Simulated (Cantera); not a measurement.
**Thermodynamics of silicon nitride deposition, feed SiF4 + N2**

Input: 1 mol SiF4, 2.5 mol N2, at 0.000960 bar.

Equilibrium computed with Cantera from the NASA thermochemical tables; the gas is ideal and each condensed phase is pure. Candidate condensed phases: Si, Si3N4; 16 gas species. The tables' values for SiF3 are old estimates; treat these amounts as uncertain. The numbers say what is thermodynamically allowed, not how fast it happens.

From 1073 K to 1973 K nothing is condensed. The main Si-bearing gas is SiF4 throughout.

| T (K) | log p N2 | log p SiF4 | log p F | log p SiF3 | log p SiF2 | log p N |
|---|---|---|---|---|---|---|
| 1073 | -3.16 | -3.56 | -12.41 | -12.41 | <-15 | <-15 |
| 1173 | -3.16 | -3.56 | -11.14 | -11.14 | <-15 | <-15 |
| 1273 | -3.16 | -3.56 | -10.08 | -10.08 | <-15 | <-15 |
| 1373 | -3.16 | -3.56 | -9.17 | -9.17 | -14.91 | <-15 |
| 1473 | -3.16 | -3.56 | -8.38 | -8.38 | -13.42 | <-15 |
| 1573 | -3.16 | -3.56 | -7.69 | -7.69 | -12.12 | -14.02 |
| 1673 | -3.16 | -3.56 | -7.09 | -7.09 | -10.98 | -13.07 |
| 1773 | -3.16 | -3.56 | -6.55 | -6.55 | -9.96 | -12.23 |
| 1873 | -3.16 | -3.56 | -6.07 | -6.08 | -9.06 | -11.48 |
| 1973 | -3.16 | -3.57 | -5.65 | -5.65 | -8.25 | -10.80 |
log p: log10 of the partial pressure in bar; nothing condenses.
